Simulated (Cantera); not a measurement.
A Cantera script and its output.

```python
import numpy as np
import cantera as ct

gas = ct.Solution("gri30.yaml")
gas.TPX = 323, 67000, {'CH4': 1, 'CO': 1.4, 'O2': 5.19, 'N2': 19.5}
inlet = ct.Reservoir(gas, clone=True)
gas.equilibrate("HP")  # start burning
reactor = ct.IdealGasConstPressureReactor(gas, energy="on", clone=False)
exhaust = ct.Reservoir(gas, clone=True)
tau = [0.04, 0.018, 0.0083, 0.0038, 0.0017, 0.00079, 0.00036, 0.00016, 7.5e-05, 3.4e-05, 1.6e-05][0]
for a, b in ((inlet, reactor), (reactor, exhaust)):
    ct.MassFlowController(a, b, mdot=lambda t: reactor.mass / tau)
net = ct.ReactorNet([reactor])
show = ['CH4', 'CO', 'O2', 'C2H4', 'CH2', 'NO']

rows = []
print(f"{'tau/s':>10s}{'T/K':>9s}" + "".join(f"{s:>11s}" for s in show))
for tau in [0.04, 0.018, 0.0083, 0.0038, 0.0017, 0.00079, 0.00036, 0.00016, 7.5e-05, 3.4e-05, 1.6e-05]:
    net.initial_time = 0.0
    net.advance(30 * tau)
    before = gas.X
    net.advance(40 * tau)
    drift = np.max(np.abs(gas.X - before) / (gas.X + 1e-9))
    rows.append([gas.T, *gas[show].X, drift])
    print(f"{tau:10.3e}{gas.T:9.1f}" + "".join(f"{x:11.3e}" for x in gas[show].X))
```

Result:

```
     tau/s      T/K        CH4         CO         O2       C2H4        CH2         NO
 4.000e-02   1600.8  2.212e-05  1.503e-03  9.458e-02  1.413e-09  4.978e-08  5.695e-06
 1.800e-02   1588.0  3.662e-05  2.543e-03  9.491e-02  2.150e-09  8.908e-08  4.698e-06
 8.300e-03   1568.1  6.099e-05  4.222e-03  9.551e-02  3.331e-09  1.506e-07  4.104e-06
 3.800e-03   1536.3  1.071e-04  7.071e-03  9.669e-02  5.850e-09  2.459e-07  3.737e-06
 1.700e-03   1482.5  2.145e-04  1.236e-02  9.920e-02  1.391e-08  3.971e-07  3.133e-06
 7.900e-04   1381.7  5.983e-04  2.373e-02  1.056e-01  6.884e-08  6.744e-07  1.564e-06
 3.600e-04    323.0  3.691e-02  5.168e-02  1.916e-01 -1.082e-19 -1.139e-34 -1.812e-21
 1.600e-04    323.0  3.691e-02  5.168e-02  1.916e-01 -1.958e-22  4.287e-36 -3.279e-24
 7.500e-05    323.0  3.691e-02  5.168e-02  1.916e-01 -1.237e-23 -4.835e-37 -2.071e-25
 3.400e-05    323.0  3.691e-02  5.168e-02  1.916e-01 -7.811e-25  4.688e-39 -1.308e-26
 1.600e-05    323.0  3.691e-02  5.168e-02  1.916e-01 -4.934e-26  5.099e-38 -8.265e-28
```

Cantera simulation using GRI-Mech 3.0 (53 species, 325 reactions); the numbers are that mechanism's predictions, not measurements.
